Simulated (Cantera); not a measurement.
Cantera run:

```python
import numpy as np
import cantera as ct

gas_names = [...]  # 110 gases of nasa_gas.yaml made of C, H, O
cond_names = """
    C(gr) C6H6(L) C7H8(L) C8H18(L),n-octa H2O(s) H2O(L)
""".split()


# ... load() reads the species with a 1 bar reference pressure and builds the phases ...
atoms = {
    'CH4': {'C': 1, 'H': 4},
    'H2O': {'H': 2, 'O': 1},
    'H2': {'H': 2},
}
top_T = {'C(gr)': 4500}  # K; cautious upper limits of use, not melting points


# ... equilibrate(T, P, feed) seeds the gas with the atoms and calls Mixture.equilibrate('TP', solver="vcs", rtol=1e-11, max_steps=5000) ...
results = []
T = 2048.15  # K
P = 1333.22  # Pa
for m in [0.059, 0.094, 0.15, 0.23, 0.37, 0.59, 0.93, 1.5]:
    feed = {'CH4': 1, 'H2O': m, 'H2': 15}  # mol
    mix = equilibrate(T, P, feed)
    results.append((T, P, feed, dict(zip(mix.species_names, mix.species_moles))))

top = {s: max(r[3][s] / sum(r[3][g] for g in gas_names) for r in results) for s in gas_names}
cols = sorted((s for s in top if top[s] > 0.0001), key=lambda s: -top[s])[:6]
seen = [c for c in cond_names if any(r[3].get(c, 0) > 1e-12 for r in results)]
print("log10 of partial pressures in bar; condensed amounts in mol")
print(f"{'n(H2O)':>10s}" + "".join(f"{s[:9]:>10s}" for s in cols + seen))
for T, P, feed, n in results:
    ng = sum(n[g] for g in gas_names)
    print(f"{feed['H2O']:10.4g}" + "".join(f"{np.log10(max(n[s] / ng * P / 1e5, 1e-99)):10.3f}" for s in cols)
          + "".join(f"{n.get(c, 0):10.4g}" for c in seen))
```

Result:

```
log10 of partial pressures in bar; condensed amounts in mol
    n(H2O)        H2        CO       H2O         H C2H2,acet       CO2     C(gr)
     0.059    -1.885    -4.342   -10.240    -3.592    -4.865   -13.373    0.9054
     0.094    -1.886    -4.141   -10.040    -3.593    -4.865   -12.972    0.8703
      0.15    -1.888    -3.941    -9.841    -3.593    -4.867   -12.572    0.8142
      0.23    -1.890    -3.760    -9.662    -3.594    -4.869   -12.209    0.7341
      0.37    -1.893    -3.560    -9.465    -3.596    -4.872   -11.810    0.5938
      0.59    -1.898    -3.368    -9.279    -3.599    -4.877   -11.426    0.3733
      0.93    -1.906    -3.186    -9.104    -3.602    -4.885   -11.062   0.03261
       1.5    -1.918    -3.172    -3.476    -3.609   -16.149    -5.407         0
```

Method: chemical equilibrium by Gibbs-energy minimisation in Cantera with the NASA 1993 tables (ideal gas, pure condensed phases).
